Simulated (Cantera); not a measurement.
Feed: 1 mol Cu₂O, 790 mol H₂, equilibrated at 0.0900 Torr.

Method: chemical equilibrium by Gibbs-energy minimisation in Cantera with the NASA 1993 tables (ideal gas, pure condensed phases). Candidate condensed phases: Cu, CuO, Cu(OH)₂, Cu₂O, H₂O; 12 gas species. Kinetics and transport are ignored. All values below are at 527 °C.

Base state: H₂ 0.999, H₂O 0.00127 (mole fractions); condensed: Cu(s).

Q: What changes in the equilibrium state with this change: Cu₂O replaced by V₂O₅?

A: 
```csv
species,before,after
H₂,0.999,0.997
H₂O,0.00127,0.00253
"Cu(s), mol",2.00,0
"V₂O₃(s), mol",0,1.00
```
Condensed phases not in the tables: the oxides between V₂O₃ and V₂O₅ other than VO₂. Further candidate phases: V, VO, V₂O₃, V₂O₄, V₂O₅.
